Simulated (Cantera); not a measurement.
**MgO + HF + N₂ (oxide etching and cleaning by halides)**

Charge: 1 mol MgO, 7.3 mol HF, 6.9 mol N₂, equilibrated at 42000 Pa.

These are equilibrium values from Cantera (NASA tables, ideal gas, pure condensed phases), not measurements of a reactor. Candidate condensed phases: H₂O, Mg, MgF₂, MgO, Mg(OH)₂; 50 gas species. Mutual solubility and eutectic melting of coexisting phases are not modelled. Equilibrium is a limit: real reactors are often held back by kinetics, nucleation or transport.

```json
[
 {"T (K)": "1023", "x N₂": "0.523", "x HF": "0.402", "x H₂O": "0.0758", "x MgF₂": "9.78e-11", "x H₂": "9.86e-8", "n MgF₂(s)": "1.00", "n MgF₂(l)": "0", "n MgO(s)": "0"},
 {"T (K)": "1098", "x N₂": "0.523", "x HF": "0.402", "x H₂O": "0.0758", "x MgF₂": "2.10e-9", "x H₂": "3.75e-7", "n MgF₂(s)": "1.00", "n MgF₂(l)": "0", "n MgO(s)": "0"},
 {"T (K)": "1173", "x N₂": "0.523", "x HF": "0.402", "x H₂O": "0.0758", "x MgF₂": "3.00e-8", "x H₂": "1.20e-6", "n MgF₂(s)": "1.00", "n MgF₂(l)": "0", "n MgO(s)": "0"},
 {"T (K)": "1248", "x N₂": "0.523", "x HF": "0.402", "x H₂O": "0.0758", "x MgF₂": "3.08e-7", "x H₂": "3.37e-6", "n MgF₂(s)": "1.000", "n MgF₂(l)": "0", "n MgO(s)": "0"},
 {"T (K)": "1323", "x N₂": "0.523", "x HF": "0.402", "x H₂O": "0.0757", "x MgF₂": "2.40e-6", "x H₂": "8.41e-6", "n MgF₂(s)": "1.000", "n MgF₂(l)": "0", "n MgO(s)": "0"},
 {"T (K)": "1398", "x N₂": "0.523", "x HF": "0.402", "x H₂O": "0.0757", "x MgF₂": "1.49e-5", "x H₂": "1.91e-5", "n MgF₂(s)": "1.000", "n MgF₂(l)": "0", "n MgO(s)": "0"},
 {"T (K)": "1473", "x N₂": "0.523", "x HF": "0.401", "x H₂O": "0.0757", "x MgF₂": "7.62e-5", "x H₂": "3.98e-5", "n MgF₂(s)": "0.999", "n MgF₂(l)": "0", "n MgO(s)": "0"},
 {"T (K)": "1548", "x N₂": "0.523", "x HF": "0.401", "x H₂O": "0.0756", "x MgF₂": "0.000318", "x H₂": "7.75e-5", "n MgF₂(s)": "0", "n MgF₂(l)": "0.996", "n MgO(s)": "0"},
 {"T (K)": "1623", "x N₂": "0.522", "x HF": "0.401", "x H₂O": "0.0755", "x MgF₂": "0.000966", "x H₂": "0.000142", "n MgF₂(s)": "0", "n MgF₂(l)": "0.987", "n MgO(s)": "0"},
 {"T (K)": "1698", "x N₂": "0.521", "x HF": "0.400", "x H₂O": "0.0753", "x MgF₂": "0.00263", "x H₂": "0.000246", "n MgF₂(s)": "0", "n MgF₂(l)": "0.965", "n MgO(s)": "0"},
 {"T (K)": "1773", "x N₂": "0.519", "x HF": "0.399", "x H₂O": "0.0748", "x MgF₂": "0.00654", "x H₂": "0.000407", "n MgF₂(s)": "0", "n MgF₂(l)": "0.913", "n MgO(s)": "0"},
 {"T (K)": "1848", "x N₂": "0.515", "x HF": "0.395", "x H₂O": "0.0738", "x MgF₂": "0.0150", "x H₂": "0.000643", "n MgF₂(s)": "0", "n MgF₂(l)": "0.799", "n MgO(s)": "0"},
 {"T (K)": "1923", "x N₂": "0.502", "x HF": "0.401", "x H₂O": "0.0638", "x MgF₂": "0.0319", "x H₂": "0.000897", "n MgF₂(s)": "0", "n MgF₂(l)": "0.452", "n MgO(s)": "0.108"}
]
```
x: gas mole fraction; n: condensed amount in mol.

From 1023 K to 1473 K the condensed part is MgF₂(s). From 1548 K to 1848 K the condensed part is MgF₂(l). At 1923 K the condensed part is MgF₂(l) + MgO(s).
